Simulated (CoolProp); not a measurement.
Vapour pressure (MPa) of sulfur hexafluoride: the reference equation beside estimates from Tc = 318.7 K, pc = 3.755 MPa, ω = 0.210.

Computed with CoolProp (reference Helmholtz-energy equation of state, Guder 2009).

| T (K) | reference | Soave-Redlich-Kwong | Peng-Robinson |
|---|---|---|---|
| 230.3 | 0.3049 | 0.3109 | 0.3089 |
| 232.8 | 0.3362 | 0.3428 | 0.3404 |
| 235.4 | 0.3713 | 0.3786 | 0.3756 |
| 237.9 | 0.4076 | 0.4157 | 0.4120 |
| 240.5 | 0.4481 | 0.4570 | 0.4527 |
| 243 | 0.4898 | 0.4996 | 0.4945 |
| 245.5 | 0.5343 | 0.5451 | 0.5393 |
| 248.1 | 0.5837 | 0.5956 | 0.5890 |
| 250.6 | 0.6344 | 0.6474 | 0.6399 |
| 253.2 | 0.6905 | 0.7047 | 0.6963 |
| 255.7 | 0.7479 | 0.7632 | 0.7540 |
| 258.3 | 0.8112 | 0.8279 | 0.8177 |
| 260.8 | 0.8757 | 0.8938 | 0.8827 |

Absolute difference from the reference over all 13 rows, mean and median: Soave-Redlich-Kwong 2.0 and 2.0 %, Peng-Robinson 1.0 and 0.9 %.
